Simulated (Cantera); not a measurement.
Cantera run:

```python
import numpy as np
import cantera as ct

gas_names = """
    H H2 H2S N NH NH2 NH3 N2 N2H2 N2H4 Ni NiS S SH SN S2 S8
""".split()
cond_names = """
    Ni(cr) Ni(L) NiS(b) NiS(a) NiS(L) NiS2(s) NiS2(L) Ni3S2(I) Ni3S2(II) Ni3S2(L) Ni3S4(s) S(cr1) S(cr2)
    S(L)
""".split()


# ... load() reads the species with a 1 bar reference pressure and builds the phases ...
atoms = {
    'Ni': {'Ni': 1},
    'H2S': {'H': 2, 'S': 1},
    'N2': {'N': 2},
}
top_T = {'Ni3S4(s)': 620}  # K; cautious upper limits of use, not melting points


# ... equilibrate(T, P, feed) seeds the gas with the atoms and calls Mixture.equilibrate('TP', solver="vcs", rtol=1e-11, max_steps=5000) ...
results = []
feed = {'Ni': 1, 'H2S': 0.23, 'N2': 2.6}  # mol
T = 1575  # K
P = 3700  # Pa
mix = equilibrate(T, P, feed)
results.append((T, P, feed, dict(zip(mix.species_names, mix.species_moles))))
print(gas.report(threshold=1e-06))
for i in range(1, mix.n_phases):
    print(f"{mix.phase(i).name:16s} {mix.phase_moles(i):12.5e} mol")
```

It prints:

```
       temperature   1575 K
          pressure   3700 Pa
           density   0.0073367 kg/m^3
  mean mol. weight   25.967 kg/kmol
   phase of matter   gas

                          1 kg             1 kmol
                     ---------------   ---------------
          enthalpy        1.5768e+06        4.0945e+07  J
   internal energy        1.0725e+06         2.785e+07  J
           entropy             10338        2.6844e+05  J/K
    Gibbs function       -1.4705e+07       -3.8185e+08  J
 heat capacity c_p            1341.4             34832  J/K
 heat capacity c_v            1021.2             26517  J/K

                      mass frac. Y      mole frac. X     chem. pot. / RT
                     ---------------   ---------------   ---------------
                 H        2.3723e-06        6.1113e-05           -12.284
                H2         0.0062122          0.080014           -24.568
               H2S         0.0014087         0.0010735           -40.457
                N2            0.9903           0.91792           -29.546
                Ni        1.5638e-05        6.9183e-06           -6.7418
               NiS        1.5503e-05        4.4358e-06            -22.63
                 S        1.6242e-05        1.3155e-05           -15.888
                SH        0.00021023        0.00016508           -28.173
                S2         0.0018184        0.00073638           -31.777
     [   +8 minor]        7.9946e-08        7.0378e-08

Ni(cr)            6.66562e-01 mol
NiS(L)            0.00000e+00 mol
NiS2(L)           0.00000e+00 mol
Ni3S2(L)          1.11135e-01 mol
S(L)              0.00000e+00 mol
```

Cantera equilibrium calculation (NASA polynomials, part measured and part estimated; ideal gas, pure solids and liquids). Metal and sulfide melt together well below either melting point, which pure phases cannot show. Mutual solubility and eutectic melting of coexisting phases are not modelled.
